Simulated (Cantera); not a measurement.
A freely propagating, adiabatic, planar premixed flame of H₂ : O₂ : N₂ = 1 : 0.417 : 2.04 (molar parts), equivalence ratio 1.2, unburnt at 500 K and 0.138 atm; mixture-averaged transport, grid criteria slope 0.08 and curve 0.16, no radiation.

Detailed kinetics in Cantera: the H2/O2 subset of GRI-Mech 3.0, which has no nitrogen chemistry. Burning velocities carry a grid error of a few per cent, more on coarse grids.

x: mole fraction of selected species; z is measured from the peak of heat release.

```json
[
 {"z (mm)": "-18.6", "T (K)": "500", "u (m/s)": "3.86", "x H₂": "0.289", "x O₂": "0.121", "x H₂O₂": "<1e-8", "x HO₂": "<1e-8", "x O": "<1e-8", "x H₂O": "<1e-8"},
 {"z (mm)": "-12.4", "T (K)": "500", "u (m/s)": "3.86", "x H₂": "0.289", "x O₂": "0.121", "x H₂O₂": "<1e-8", "x HO₂": "<1e-8", "x O": "<1e-8", "x H₂O": "<1e-8"},
 {"z (mm)": "-9.28", "T (K)": "500", "u (m/s)": "3.86", "x H₂": "0.289", "x O₂": "0.121", "x H₂O₂": "<1e-8", "x HO₂": "<1e-8", "x O": "<1e-8", "x H₂O": "<1e-8"},
 {"z (mm)": "-6.19", "T (K)": "500", "u (m/s)": "3.86", "x H₂": "0.289", "x O₂": "0.121", "x H₂O₂": "<1e-8", "x HO₂": "7.66e-8", "x O": "<1e-8", "x H₂O": "<1e-8"},
 {"z (mm)": "-3.09", "T (K)": "506", "u (m/s)": "3.90", "x H₂": "0.288", "x O₂": "0.121", "x H₂O₂": "1.20e-6", "x HO₂": "6.08e-5", "x O": "[?]", "x H₂O": "0.000310"},
 {"z (mm)": "-1.55", "T (K)": "655", "u (m/s)": "4.98", "x H₂": "0.265", "x O₂": "0.117", "x H₂O₂": "2.63e-6", "x HO₂": "3.88e-5", "x O": "[?]", "x H₂O": "0.0126"},
 {"z (mm)": "0", "T (K)": "1058", "u (m/s)": "7.81", "x H₂": "0.147", "x O₂": "0.0753", "x H₂O₂": "4.47e-7", "x HO₂": "1.31e-5", "x O": "[?]", "x H₂O": "0.101"},
 {"z (mm)": "1.55", "T (K)": "1323", "u (m/s)": "9.65", "x H₂": "0.0600", "x O₂": "0.0232", "x H₂O₂": "5.79e-7", "x HO₂": "3.63e-6", "x O": "0.00883", "x H₂O": "0.196"},
 {"z (mm)": "3.09", "T (K)": "1432", "u (m/s)": "10.4", "x H₂": "0.0541", "x O₂": "0.0164", "x H₂O₂": "5.15e-7", "x HO₂": "2.27e-6", "x O": "0.00869", "x H₂O": "0.209"},
 {"z (mm)": "6.19", "T (K)": "1553", "u (m/s)": "11.2", "x H₂": "0.0567", "x O₂": "0.0140", "x H₂O₂": "3.64e-7", "x HO₂": "1.68e-6", "x O": "0.00800", "x H₂O": "0.215"},
 {"z (mm)": "12.4", "T (K)": "1689", "u (m/s)": "12.0", "x H₂": "0.0589", "x O₂": "0.0115", "x H₂O₂": "2.06e-7", "x HO₂": "1.20e-6", "x O": "[?]", "x H₂O": "0.222"},
 {"z (mm)": "24.7", "T (K)": "1827", "u (m/s)": "12.9", "x H₂": "0.0595", "x O₂": "0.00884", "x H₂O₂": "1.07e-7", "x HO₂": "8.21e-7", "x O": "[?]", "x H₂O": "0.231"},
 {"z (mm)": "49.5", "T (K)": "1957", "u (m/s)": "13.6", "x H₂": "0.0588", "x O₂": "0.00620", "x H₂O₂": "5.73e-8", "x HO₂": "5.45e-7", "x O": "[?]", "x H₂O": "0.241"}
]
```

**Question.** Fill in the missing entries.

**Answer.** 
- -3.09, x O: 4.02e-6
- -1.55, x O: 0.000134
- 0, x O: 0.00488
- 12.4, x O: 0.00676
- 24.7, x O: 0.00514
- 49.5, x O: 0.00348
